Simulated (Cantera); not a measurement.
An adiabatic, constant-volume homogeneous reactor starts with H2 : O2 : N2 = 1 : 1.02 : 3.84 (molar parts), at 1575 K and 9.20 bar. Integrator tolerance rtol = 1e-08.

Detailed kinetics in Cantera: the H2/O2 subset of GRI-Mech 3.0, which has no nitrogen chemistry. The hydrogen kinetics of GRI-Mech 3.0 are dated; newer H2 mechanisms differ, most at raised pressure.

### Question
How do the results move with these cheaper or finer settings: full GRI-Mech 3.0 in place of its H2/O2 subset?

### Answer
```
setting                                         time of steepest temperature rise  temperature at 0.400 s  equilibrium temperature  x(H2) at 0.400 s  integrator steps
----------------------------------------------  ---------------------------------  ----------------------  -----------------------  ----------------  ----------------
as above                                                                  1.29 µs                  2847 K                   2847 K           0.00377               985
full GRI-Mech 3.0 in place of its H2/O2 subset                            1.29 µs                  2807 K                   2807 K           0.00350              1238
```
